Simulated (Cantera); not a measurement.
# Thermodynamics of carbothermic reduction, feed PbO + CH4 + CO

Charge: 1 mol PbO, 0.75 mol CH4, 0.017 mol CO, at 0.133 bar.

These are equilibrium values from Cantera (NASA tables, ideal gas, pure condensed phases), not measurements of a reactor. Candidate condensed phases: C, C6H6, C7H8, C8H18, H2O, Pb, PbO, PbO2, Pb3O4; 113 gas species. The numbers say what is thermodynamically allowed, not how fast it happens.

```
T (K)   x H2   x Pb   x CO   x H2O    x CO2       x H     x PbO      x OH  n Pb(l)
-----  -----  -----  -----  ------  -------  --------  --------  --------  -------
1525   0.437  0.233  0.245  0.0699   0.0145   4.28e-5   1.68e-5   2.13e-7    0.309
1625   0.394  0.306  0.223  0.0647   0.0118  0.000121   4.11e-5   8.38e-7        0
1725   0.393  0.306  0.224  0.0658   0.0107  0.000319   7.13e-5   2.94e-6        0
1825   0.392  0.306  0.225  0.0666  0.00976  0.000755  0.000116   8.97e-6        0
1925   0.391  0.306  0.226  0.0672  0.00902   0.00164  0.000179   2.43e-5        0
2025   0.389  0.305  0.226  0.0677  0.00841   0.00329  0.000264   5.98e-5        0
2125   0.387  0.305  0.226  0.0679  0.00790   0.00618  0.000375  0.000135        0
2225   0.383  0.304  0.226  0.0678  0.00746    0.0110  0.000514  0.000282        0
```
x: gas mole fraction; n: condensed amount in mol.

At 1525 K the condensed part is Pb(l). From 1625 K to 2225 K nothing is condensed. The main Pb-bearing gas is Pb throughout.
